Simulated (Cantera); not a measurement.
What does this Cantera script print?

```python
import numpy as np
import cantera as ct

gas_names = """
    C CN CO CO2 C2 CCN CNC C2N2 C2O C3 C3O2 C4 C4N2 C5 Fe FeC5O5 FeO N NCO NO NO2 NO3 N2 N2O O O2 O3
""".split()
cond_names = """
    C(gr) Fe(a) Fe(c) Fe(d) Fe(L) FeC5O5(L) FeO(s) FeO(L) Fe2O3(s) Fe3O4(s)
""".split()


def load(file, names, dense=False):
    # The tables refer to 1 bar. Condensed volumes are neglected.
    table = {s.name: s for s in ct.Species.list_from_file(file)}
    out = []
    for n in names:
        d = dict(table[n].input_data)
        d["thermo"] = dict(d["thermo"], **{"reference-pressure": 1e5})
        if dense:
            d["equation-of-state"] = {"model": "constant-volume", "density": "1e6 g/cm^3"}
        out.append(ct.Species.from_dict(d))
    return out


gas = ct.Solution(thermo="ideal-gas", species=load("nasa_gas.yaml", gas_names))
cond = {s.name: ct.Solution(thermo="fixed-stoichiometry", species=[s], name=s.name)
        for s in load("nasa_condensed.yaml", cond_names, dense=True)}
atoms = {
    'Fe(CO)5': {'Fe': 1, 'C': 5, 'O': 5},
    'O2': {'O': 2},
    'N2': {'N': 2},
}
top_T = {'C(gr)': 4500, 'Fe2O3(s)': 1830, 'Fe3O4(s)': 1870}  # K; cautious upper limits of use, not melting points


def equilibrate(T, P, feed):
    n = {}
    for name, mol in feed.items():
        for a, k in atoms[name].items():
            n[a] = n.get(a, 0.0) + k * mol
    gas.TPX = T, P, n
    mass = sum(n.values()) * gas.mean_molecular_weight
    gas.equilibrate("TP")
    valid = [c for c in cond.values() if c.min_temp <= T <= top_T.get(c.name, c.max_temp)]
    mix = ct.Mixture([(gas, mass / gas.mean_molecular_weight)] + [(c, 0.0) for c in valid])
    mix.T, mix.P = T, P
    mix.equilibrate("TP", solver="vcs", rtol=1e-11, max_steps=5000)
    return mix


results = []
T = 1473  # K
P = 133.322  # Pa
for m in [0.17, 0.21, 0.27, 0.33, 0.41, 0.52, 0.65, 0.81, 1, 1.3, 1.6]:
    feed = {'Fe(CO)5': 1, 'O2': m, 'N2': 32}  # mol
    mix = equilibrate(T, P, feed)
    results.append((T, P, feed, dict(zip(mix.species_names, mix.species_moles))))
    x = sorted(zip(gas.X, gas.species_names), reverse=True)
    print(f"T = {T:g} K  P = {P:g} Pa  n(O2) = {m:g} mol  gas = {mix.phase_moles(0):.4g} mol")
    print("   x: " + "  ".join(f"{s} {v:.3e}" for v, s in x if v > 1e-05))
    print("   condensed (mol): " + ("  ".join(f"{mix.phase(i).name} {mix.phase_moles(i):.4g}"
          for i in range(1, mix.n_phases) if mix.phase_moles(i) > 1e-12) or "none"))
```

Output:

```
T = 1473 K  P = 133.322 Pa  n(O2) = 0.17 mol  gas = 37 mol
   x: N2 8.648e-01  CO 1.259e-01  CO2 9.189e-03  Fe 6.269e-05
   condensed (mol): Fe(c) 0.9977
T = 1473 K  P = 133.322 Pa  n(O2) = 0.21 mol  gas = 37 mol
   x: N2 8.648e-01  CO 1.238e-01  CO2 1.135e-02  Fe 6.269e-05
   condensed (mol): Fe(c) 0.9977
T = 1473 K  P = 133.322 Pa  n(O2) = 0.27 mol  gas = 37 mol
   x: N2 8.648e-01  CO 1.205e-01  CO2 1.459e-02  Fe 6.269e-05
   condensed (mol): Fe(c) 0.9977
T = 1473 K  P = 133.322 Pa  n(O2) = 0.33 mol  gas = 37 mol
   x: N2 8.648e-01  CO 1.173e-01  CO2 1.784e-02  Fe 6.269e-05
   condensed (mol): Fe(c) 0.9977
T = 1473 K  P = 133.322 Pa  n(O2) = 0.41 mol  gas = 37 mol
   x: N2 8.648e-01  CO 1.160e-01  CO2 1.909e-02  Fe 6.269e-05
   condensed (mol): Fe(c) 0.8842  FeO(s) 0.1135
T = 1473 K  P = 133.322 Pa  n(O2) = 0.52 mol  gas = 37 mol
   x: N2 8.648e-01  CO 1.160e-01  CO2 1.909e-02  Fe 6.269e-05
   condensed (mol): Fe(c) 0.6642  FeO(s) 0.3335
T = 1473 K  P = 133.322 Pa  n(O2) = 0.65 mol  gas = 37 mol
   x: N2 8.648e-01  CO 1.160e-01  CO2 1.909e-02  Fe 6.269e-05
   condensed (mol): Fe(c) 0.4042  FeO(s) 0.5935
T = 1473 K  P = 133.322 Pa  n(O2) = 0.81 mol  gas = 37 mol
   x: N2 8.648e-01  CO 1.160e-01  CO2 1.909e-02  Fe 6.269e-05
   condensed (mol): Fe(c) 0.08419  FeO(s) 0.9135
T = 1473 K  P = 133.322 Pa  n(O2) = 1 mol  gas = 37 mol
   x: N2 8.648e-01  CO 1.081e-01  CO2 2.707e-02  Fe 4.119e-05
   condensed (mol): FeO(s) 0.9985
T = 1473 K  P = 133.322 Pa  n(O2) = 1.3 mol  gas = 37 mol
   x: N2 8.648e-01  CO 9.187e-02  CO2 4.326e-02  Fe 2.191e-05
   condensed (mol): FeO(s) 0.9992
T = 1473 K  P = 133.322 Pa  n(O2) = 1.6 mol  gas = 37 mol
   x: N2 8.649e-01  CO 7.566e-02  CO2 5.947e-02  Fe 1.312e-05
   condensed (mol): FeO(s) 0.9995
```

These are equilibrium values from Cantera (NASA tables, ideal gas, pure condensed phases), not measurements of a reactor. Mutual solubility and eutectic melting of coexisting phases are not modelled. The tables' stoichiometric FeO is somewhat more stable than real wüstite, so its field is too wide. FeO: taken at fixed stoichiometry.
